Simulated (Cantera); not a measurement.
A perfectly stirred reactor is fed with 32.3 % NH₃, 67.7 % H₂, at 20.0 Torr; it is held at 2050 K, and followed from long to short residence time.

Cantera simulation using the gas-phase N/H chemistry of the illustrative SiF4/NH3 mechanism in the Surface Chemkin manual (1991); the numbers are that mechanism's predictions, not measurements. Walls and surfaces, which speed up NH3 decomposition in real reactors, are not modelled.

One state of this run: x NH₃ = 0.290; x H₂ = 0.696; x NH₂ = 0.000776; x N = 1.54e-6; x NH = 2.04e-5; x N₂ = 0.0118. x: mole fraction; the columns are a selection and need not sum to one.

Q: Which value of τ (s) does it belong to?
A) 4.5
B) 11
C) 0.0048
D) 0.063

A: D, 0.063
